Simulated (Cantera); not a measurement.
Charge: 1 mol MgO, 0.56 mol CO, 1 mol CH4, held at 0.315 Torr.

Cantera equilibrium calculation (NASA polynomials, part measured and part estimated; ideal gas, pure solids and liquids). Candidate condensed phases: C, C6H6, C7H8, C8H18, H2O, Mg, MgCO3, MgO, Mg(OH)2; 116 gas species. Rates play no part.

Problem. Which condensed phases are stable at each of these points (T (K)): 1150, 1250, 1350, 1450, 1550, 1650, 1750?

Solution. 
| T (K) | condensed phases | Mg condensed (%) |
|---|---|---|
| 1150 | C(graphite) + MgO(s) | 100.0 |
| 1250 | C(graphite) + MgO(s) | 99.8 |
| 1350 | C(graphite) + MgO(s) | 84.9 |
| 1450 | gas only | 0.0 |
| 1550 | gas only | 0.0 |
| 1650 | gas only | 0.0 |
| 1750 | gas only | 0.0 |

From 1150 K to 1350 K the condensed part is C(graphite) + MgO(s). From 1450 K to 1750 K nothing is condensed.
